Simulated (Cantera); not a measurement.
A freely propagating, adiabatic, planar premixed flame of 23.9 % H2, 16.0 % O2, 60.1 % N2, equivalence ratio 0.75, unburnt at 375 K and 4.93 atm; mixture-averaged transport, grid criteria slope 0.08 and curve 0.16, no radiation.

Cantera simulation using the H2/O2 subset of GRI-Mech 3.0, which has no nitrogen chemistry; the numbers are that mechanism's predictions, not measurements. The hydrogen kinetics of GRI-Mech 3.0 are dated; newer H2 mechanisms differ, most at raised pressure. Burning velocities carry a grid error of a few per cent, more on coarse grids.

**Question.** Predict: laminar burning velocity; thermal thickness; peak x(H2O2); peak x(H); peak x(OH); peak x(HO2).

**Answer.** 
```
Quantity                     Result
------------------------  ---------
laminar burning velocity   134 cm/s
thermal thickness         0.0595 mm
peak x(H2O2)               0.000171
peak x(H)                   0.00671
peak x(OH)                  0.00951
peak x(HO2)                0.000906
```
